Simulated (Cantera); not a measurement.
Stirred combustor or abatement burner

A perfectly stirred reactor is fed with CH4 : O2 : N2 : H2O = 1 : 1.33 : 5.01 : 0.046 (molar parts), at 1300000 Pa; it is adiabatic with a 725 K inlet, and is followed from long to short residence time, starting on the burning branch (τ in s: 0.03, 0.014, 0.0065, 0.003, 0.0014, 0.00064, 0.0003, 0.00014, 6.4e-05).

Cantera simulation using GRI-Mech 3.0 (53 species, 325 reactions); the numbers are that mechanism's predictions, not measurements. The pressure lies above the range GRI-Mech 3.0 was tuned for (to about 10 atm).

```tsv
τ (s)	T (K)	x CH4	x O2	x CH2	x CH2O	x C2H	x HCO
0.030	2206	0.000301	4.39e-5	2.82e-7	1.34e-6	4.59e-9	1.42e-7
0.014	2206	0.000573	9.12e-5	5.73e-7	2.64e-6	1.67e-8	1.58e-7
0.0065	2208	0.00103	0.000189	1.13e-6	5.10e-6	5.39e-8	1.85e-7
0.0030	2209	0.00172	0.000391	2.17e-6	9.58e-6	1.47e-7	2.37e-7
0.0014	2210	0.00264	0.000789	3.94e-6	1.73e-5	3.26e-7	3.32e-7
0.00064	2207	0.00382	0.00160	6.94e-6	3.10e-5	6.19e-7	5.16e-7
0.00030	2196	0.00529	0.00317	1.13e-5	5.43e-5	9.74e-7	8.53e-7
0.00014	2168	0.00745	0.00646	1.69e-5	9.75e-5	1.28e-6	1.49e-6
6.4e-5	2080	0.0126	0.0160	1.88e-5	0.000213	1.11e-6	2.73e-6
```
x: mole fraction; the columns are a selection and need not sum to one.
